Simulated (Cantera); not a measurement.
A freely propagating, adiabatic, planar premixed flame of CH4 : O2 : N2 = 1 : 2 : 9.2 (molar parts), equivalence ratio 1.0, unburnt at 400 K and 7.99 atm; unity-Lewis-number transport, grid criteria slope 0.08 and curve 0.16, no radiation.

Computed with Cantera and GRI-Mech 3.0 (53 species, 325 reactions). Unity Lewis numbers drop preferential diffusion, which matters most where H2 and H carry the flame. Burning velocities carry a grid error of a few per cent, more on coarse grids.

Predict: laminar burning velocity; thermal thickness; peak x(CO); peak x(CH2O).


* **laminar burning velocity**: 11.7 cm/s
* **thermal thickness**: 0.181 mm
* **peak x(CO)**: 0.0224
* **peak x(CH2O)**: 0.000632
